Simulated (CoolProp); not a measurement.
Vapour-liquid equilibrium of carbon dioxide (1) + R142b (2) at -3.65 °C; x and y are mole fractions of (1).

Model: multi-fluid Helmholtz-energy mixture model, Span 1996 and Lemmon 2006; pair parameters Bell 2016, in CoolProp.

Q: Give the bubble pressure and the first vapour's composition at x = 0.5, 0.65, 0.8. Is there an azeotrope?

A: x = 0.5: 1528 kPa, y = 0.941; x = 0.65: 1970 kPa, y = 0.962; x = 0.8: 2429 kPa, y = 0.978. No azeotrope shows between x = 0.05 and 0.95.

Pair parameters are fitted to limited data, so mixtures are less certain than the pure fluids.
